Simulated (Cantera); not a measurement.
A closed system holds: 1 mol TiO2, 3.1 mol C, 2.7 mol H2, 0.55 mol CH4, held at 1348.15 K and 4.00 bar.

Method: chemical equilibrium by Gibbs-energy minimisation in Cantera with the NASA 1993 tables (ideal gas, pure condensed phases). Candidate condensed phases: C, C6H6, C7H8, C8H18, H2O, Ti, TiC, TiO, TiO2, Ti2O3, Ti3O5, Ti4O7; 113 gas species. Condensed phases not in the tables: Magnéli phases beyond Ti4O7. Equilibrium is a limit: real reactors are often held back by kinetics, nucleation or transport.

Base state: H2 0.917, CO 0.0616, CH4 0.0196, H2O 0.00132, CO2 4.52e-5 (mole fractions); condensed: C(graphite) + Ti4O7(s).

Q: What changes in the equilibrium state with this change: 0.086 mol O2 added?

A: 
| species | before | after |
|---|---|---|
| H2 | 0.917 | 0.880 |
| CO | 0.0616 | 0.0997 |
| CH4 | 0.0196 | 0.0181 |
| CO2 | 4.52e-5 | 0.000118 |
| H2O | 0.00132 | 0.00204 |
| C(graphite), mol | 3.33 | 3.16 |
| Ti4O7(s), mol | 0.250 | 0.250 |

Q: What changes in the equilibrium state with this change: temperature from 1348.15 K to 2375 K?

A: 
```tsv
species	before	after
H2	0.917	0.646
CO	0.0616	0.344
H	1.11e-6	0.00567
CH4	0.0196	0.000310
C4H2	<1e-9	1.02e-5
C2H2 (acetylene)	1.11e-6	0.00401
CH3	4.71e-7	5.03e-5
C(graphite), mol	3.33	0.601
Ti4O7(s), mol	0.250	0
TiC(s), mol	0	1.000
```
TiC: taken at fixed stoichiometry.

Q: What changes in the equilibrium state with this change: temperature from 1348.15 K to 2075 K?

A: 
```tsv
species	before	after
H2	0.917	0.653
CO	0.0616	0.345
H	1.11e-6	0.00108
CH4	0.0196	0.000597
C2H2 (acetylene)	1.11e-6	0.000810
CH3	4.71e-7	1.93e-5
C(graphite), mol	3.33	0.637
Ti4O7(s), mol	0.250	0
TiC(s), mol	0	1.00
```
TiC: taken at fixed stoichiometry.
